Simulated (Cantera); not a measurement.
Cantera run:

```python
import numpy as np
import cantera as ct

gas_names = """
    O2 CrO3 VO2
""".split()
cond_names = """
    Cr(cr) Cr(L) V(cr) V(L) Ti(a) Ti(b) Ti(L) Ti3O5(a) Ti3O5(b) Ti3O5(L) Li(cr) Li(L) Li2O(s) Li2O(L)
""".split()


def load(file, names, dense=False):
    # The tables refer to 1 bar. Condensed volumes are neglected.
    table = {s.name: s for s in ct.Species.list_from_file(file)}
    out = []
    for n in names:
        d = dict(table[n].input_data)
        d["thermo"] = dict(d["thermo"], **{"reference-pressure": 1e5})
        if dense:
            d["equation-of-state"] = {"model": "constant-volume", "density": "1e6 g/cm^3"}
        out.append(ct.Species.from_dict(d))
    return out


species = {s.name: s for s in load("nasa_gas.yaml", gas_names) + load("nasa_condensed.yaml", cond_names)}
# Each term lists the table entries of one substance; the one whose range holds T is used.
reactions = {
    '0.6667 Cr + O2(g) = 0.6667 CrO3(g)':
        [(-0.6666666666666666, ['Cr(cr)', 'Cr(L)']), (-1, ['O2']), (0.6666666666666666, ['CrO3'])],
    'V + O2(g) = VO2(g)':
        [(-1, ['V(cr)', 'V(L)']), (-1, ['O2']), (1, ['VO2'])],
    '1.2 Ti + O2(g) = 0.4 Ti3O5':
        [(-1.2, ['Ti(a)', 'Ti(b)', 'Ti(L)']), (-1, ['O2']), (0.4, ['Ti3O5(a)', 'Ti3O5(b)', 'Ti3O5(L)'])],
    '4 Li + O2(g) = 2 Li2O':
        [(-4, ['Li(cr)', 'Li(L)']), (-1, ['O2']), (2, ['Li2O(s)', 'Li2O(L)'])],
}


def pick(names, T):
    return next(species[n] for n in names if species[n].thermo.min_temp <= T <= species[n].thermo.max_temp)


results = []
for label, terms in reactions.items():
    print(label)
    print("     T/K   dH/kJ  dS/(J/K)   dG/kJ   log10 K")
    for T in [1723, 1773, 1823, 1873, 1923]:
        used = [(nu, pick(names, T)) for nu, names in terms]
        dH = sum(nu * s.thermo.h(T) for nu, s in used) / 1e6
        dS = sum(nu * s.thermo.s(T) for nu, s in used) / 1e3
        dG = dH - T * dS / 1e3
        logK = -dG * 1e6 / (ct.gas_constant * T * np.log(10))
        results.append((label, T, dH, dS, dG, logK, [s.name for _, s in used]))
        print(f"{T:8g} {dH:8.1f} {dS:8.1f} {dG:8.1f} {logK:8.2f}")
```

It prints:

```
0.6667 Cr + O2(g) = 0.6667 CrO3(g)
     T/K   dH/kJ  dS/(J/K)   dG/kJ   log10 K
    1723   -203.3    -51.8   -114.0     3.46
    1773   -204.0    -52.2   -111.4     3.28
    1823   -204.7    -52.6   -108.8     3.12
    1873   -205.5    -53.0   -106.2     2.96
    1923   -206.3    -53.5   -103.5     2.81
V + O2(g) = VO2(g)
     T/K   dH/kJ  dS/(J/K)   dG/kJ   log10 K
    1723   -247.7     14.3   -272.3     8.26
    1773   -248.6     13.8   -273.0     8.04
    1823   -249.5     13.3   -273.7     7.84
    1873   -250.4     12.8   -274.4     7.65
    1923   -251.4     12.3   -275.0     7.47
1.2 Ti + O2(g) = 0.4 Ti3O5
     T/K   dH/kJ  dS/(J/K)   dG/kJ   log10 K
    1723   -965.5   -163.4   -683.9    20.73
    1773   -964.6   -163.0   -675.7    19.91
    1823   -963.8   -162.5   -667.6    19.13
    1873   -963.0   -162.0   -659.5    18.39
    1923   -962.1   -161.6   -651.4    17.69
4 Li + O2(g) = 2 Li2O
     T/K   dH/kJ  dS/(J/K)   dG/kJ   log10 K
    1723  -1183.0   -258.0   -738.5    22.39
    1773  -1181.0   -256.8   -725.6    21.38
    1823  -1179.0   -255.7   -712.8    20.42
    1873  -1059.8   -191.1   -702.0    19.58
    1923  -1057.8   -190.0   -692.5    18.81
```

Source: NASA polynomial tables (part measured, part estimated), evaluated in Cantera. Condensed species are held in their standard states even where they would react or evaporate.
